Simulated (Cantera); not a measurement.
# SiO2 + F2 (oxide etching and cleaning by halides)

Feed: 1 mol SiO2, 1 mol F2, equilibrated at 400 °C and 0.00660 bar.

Cantera equilibrium calculation (NASA polynomials, part measured and part estimated; ideal gas, pure solids and liquids). Candidate condensed phases: Si, SiO2; 17 gas species. Rates play no part.

* **x(O2)**: 0.500
* **x(SiF4)**: 0.500
* **n(SiO2(α-quartz))**: 0.500 mol
* **gas amount**: 1.000 mol
* **log10 activity of Si(s) (absent)**: -58.69
